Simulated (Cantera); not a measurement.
A perfectly stirred reactor is fed with NO : N₂ = 1 : 13 (molar parts), at 20.0 Torr; it is held at 1750 K, and followed from long to short residence time.

Model: GRI-Mech 3.0 (53 species, 325 reactions), integrated in Cantera. Radical loss at walls, strong at low pressure, is not modelled.

**Question.** What does this change do: temperature 1750 to 2123 K?

**Answer.** 
```json
[
 {"quantity": "x(NO) at τ = 0.940 s", "before": "0.0714", "after": "0.0666"},
 {"quantity": "x(N₂O) at τ = 0.940 s", "before": "1.79e-6", "after": "2.01e-6"},
 {"quantity": "x(O) at τ = 0.940 s", "before": "1.12e-5", "after": "0.000484"},
 {"quantity": "x(NO₂) at τ = 0.940 s", "before": "1.43e-6", "after": "1.60e-6"},
 {"quantity": "x(N₂) at τ = 0.940 s", "before": "0.929", "after": "0.931"},
 {"quantity": "x(NO) at τ = 6.70 ms", "before": "0.0714", "after": "0.0714"},
 {"quantity": "x(N₂O) at τ = 6.70 ms", "before": "1.25e-7", "after": "1.26e-6"},
 {"quantity": "x(O) at τ = 6.70 ms", "before": "1.36e-7", "after": "3.64e-6"},
 {"quantity": "x(NO₂) at τ = 6.70 ms", "before": "4.79e-9", "after": "1.14e-8"},
 {"quantity": "x(N₂) at τ = 6.70 ms", "before": "0.929", "after": "0.929"}
]
```
